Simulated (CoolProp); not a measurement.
Properties of n-undecane at several states.

Model: reference Helmholtz-energy equation of state, Aleksandrov 2011, in CoolProp. It is a short technical equation, of lower accuracy than the large ones.

```json
[
 {"T (K)": "469.1", "p (bar)": "27.5", "phase": "liquid", "Z": "0.1819", "speed of sound (m/s)": "?", "Joule-Thomson coefficient (K/MPa)": "?", "isothermal compressibility (1/MPa)": "0.003867", "expansivity (1/kK)": "1.419"},
 {"T (K)": "570.1", "p (bar)": "8.16", "phase": "liquid", "Z": "?", "speed of sound (m/s)": "346.0", "Joule-Thomson coefficient (K/MPa)": "?", "isothermal compressibility (1/MPa)": "?", "expansivity (1/kK)": "?"},
 {"T (K)": "611.6", "p (bar)": "32.2", "phase": "liquid", "Z": "0.2199", "speed of sound (m/s)": "?", "Joule-Thomson coefficient (K/MPa)": "?", "isothermal compressibility (1/MPa)": "0.03022", "expansivity (1/kK)": "3.598"}
]
```

### Question
Complete the blanks.

### Answer

- 469.1, speed of sound (m/s): 704.9
- 469.1, Joule-Thomson coefficient (K/MPa): -0.1926
- 570.1, Z: 0.05515
- 570.1, Joule-Thomson coefficient (K/MPa): 0.4874
- 570.1, isothermal compressibility (1/MPa): 0.02058
- 570.1, expansivity (1/kK): 3.168
- 611.6, speed of sound (m/s): 296.7
- 611.6, Joule-Thomson coefficient (K/MPa): 0.7557
